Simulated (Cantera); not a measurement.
Input: 1 mol PbO, a varied amount of CO, held at 1000 K and 13.3 mbar.

These are equilibrium values from Cantera (NASA tables, ideal gas, pure condensed phases), not measurements of a reactor. Candidate condensed phases: C, Pb, PbO, PbO₂, Pb₃O₄; 15 gas species. The numbers say what is thermodynamically allowed, not how fast it happens.

x: gas mole fraction; n: condensed amount in mol.

```
n(CO) (mol)  x CO₂      x CO     x Pb    x PbO    x Pb₂  n Pb(l)  n PbO(yellow)
-----------  -----  --------  -------  -------  -------  -------  -------------
0.52         0.999  0.000102  0.00121  2.29e-5  3.83e-9    0.519          0.480
0.74         0.999  0.000102  0.00121  2.29e-5  3.83e-9    0.739          0.260
0.96         0.999  0.000102  0.00121  2.29e-5  3.83e-9    0.959         0.0401
1.2          0.832     0.166  0.00121        ?  3.83e-9    0.999              0
1.4          0.713     0.285  0.00121        ?  3.83e-9    0.998              0
1.6          0.624     0.375  0.00121        ?  3.83e-9    0.998              0
1.9          0.526     0.473  0.00121        ?  3.83e-9    0.998              0
2.1          0.476     0.523  0.00121        ?  3.83e-9    0.997              0
2.3          0.434     0.565  0.00121        ?  3.83e-9    0.997              0
2.5          0.400     0.599  0.00121        ?  3.83e-9    0.997              0
2.7          0.370     0.629  0.00121        ?  3.83e-9    0.997              0
```

Question: Some entries are withheld; supply them.

Answer: 
- 1.2, x PbO: 1.17e-8
- 1.4, x PbO: 5.86e-9
- 1.6, x PbO: 3.91e-9
- 1.9, x PbO: 2.61e-9
- 2.1, x PbO: 2.13e-9
- 2.3, x PbO: 1.80e-9
- 2.5, x PbO: 1.56e-9
- 2.7, x PbO: 1.38e-9
